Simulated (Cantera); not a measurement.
**Moist CO burnout**

An isothermal, constant-pressure homogeneous reactor starts with CO : O₂ : H₂O : N₂ : H₂ = 0.0014 : 0.082 : 0.00037 : 1 : 0.006 (molar parts), equivalence ratio 0.045, at 1098 K and 4.70 bar.

Computed with Cantera and GRI-Mech 3.0 (53 species, 325 reactions). The hydrogen kinetics of GRI-Mech 3.0 are dated; newer H2 mechanisms differ, most at raised pressure.

```csv
t (s),x CO,x O₂,x H₂O,x OH,x CO₂,x H
1.00e-6,0.00128,0.0752,0.000340,2.05e-12,3.82e-12,9.73e-12
6.69e-6,0.00128,0.0752,0.000340,2.19e-11,2.68e-11,2.44e-11
4.47e-5,0.00128,0.0752,0.000340,1.22e-10,2.30e-10,8.65e-11
0.000299,0.00128,0.0752,0.000340,4.61e-10,3.71e-9,2.96e-10
0.00200,0.00128,0.0752,0.000347,4.64e-8,6.88e-7,2.61e-8
0.0134,0.000974,0.0729,0.00500,1.01e-6,0.000314,7.93e-8
0.0894,0.000639,0.0724,0.00582,2.14e-7,0.000649,2.27e-9
0.598,0.000231,0.0722,0.00586,1.15e-7,0.00106,3.06e-10
4.00,1.02e-5,0.0721,0.00587,5.05e-8,0.00128,7.99e-12
```
x: mole fraction; the columns are a selection and need not sum to one.

Equilibrium at this temperature and pressure: CO 2.81e-12, O₂ 0.0721, H₂O 0.00587, OH 8.31e-8, CO₂ 0.00129, H <1e-12 (gas phase only).
